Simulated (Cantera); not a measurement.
Input: 1 mol Ti(OiPr)4, 0.081 mol C3H8, 4.3 mol O2, at 1352 °C and 13.3 mbar.

Equilibrium computed with Cantera from the NASA thermochemical tables; the gas is ideal and each condensed phase is pure. Candidate condensed phases: C, C6H6, C7H8, C8H18, H2O, Ti, TiC, TiO, TiO2, Ti2O3, Ti3O5, Ti4O7; 113 gas species. The feed counts by its element totals alone. Mutual solubility and eutectic melting of coexisting phases are not modelled. TiC: taken at fixed stoichiometry. Equilibrium is a limit: real reactors are often held back by kinetics, nucleation or transport.

Base state: H2 0.548, CO 0.451, H 0.000452, H2O 6.12e-5, CO2 1.62e-5 (mole fractions); condensed: TiC(s) + Ti2O3(s).

What changes in the equilibrium state with this change: temperature from 1352 °C to 1800 °C?


```json
[
 {"species": "H2", "before": "0.548", "after": "0.533"},
 {"species": "CO", "before": "0.451", "after": "0.450"},
 {"species": "H", "before": "0.000452", "after": "0.0166"},
 {"species": "TiO", "before": "1.05e-8", "after": "0.000161"},
 {"species": "Ti", "before": "<1e-9", "after": "4.53e-5"},
 {"species": "CO2", "before": "1.62e-5", "after": "9.98e-6"},
 {"species": "H2O", "before": "6.12e-5", "after": "5.72e-5"},
 {"species": "TiC(s), mol", "before": "0.458", "after": "0.322"},
 {"species": "Ti2O3(s), mol", "before": "0.271", "after": "0"},
 {"species": "TiO(l), mol", "before": "0", "after": "0.673"}
]
```
TiC, TiO: taken at fixed stoichiometry. Condensed phases not in the tables: solid solutions among these carbides, nitrides and lower oxides.
